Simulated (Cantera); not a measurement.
Cantera with NASA thermochemical tables; ideal gases at 1 bar, condensed phases pure. Values are per mole of reaction as written; species without (g) are pure solids or liquids, kept so even where they would boil at 1 bar.

### Question
Between 923 and 1523 K, where is each reaction favourable under standard conditions?
- 5 N(g) + P4O10(g) = 2 P2(g) + 5 NO2(g)
- 10 N2O(g) + 2 P2(g) = 10 N2(g) + P4O10(g)

### Answer
- 5 N(g) + P4O10(g) = 2 P2(g) + 5 NO2(g): ΔG° is 595 kJ at 923 K and 371 kJ at 1523 K; it stays positive (K < 1). ΔH° is 914 kJ and ΔS° 356 J/K at 1523 K.
- 10 N2O(g) + 2 P2(g) = 10 N2(g) + P4O10(g): ΔG° is -3725 kJ at 923 K and -3550 kJ at 1523 K; it stays negative (K > 1). ΔH° is -3993 kJ and ΔS° -291 J/K at 1523 K.
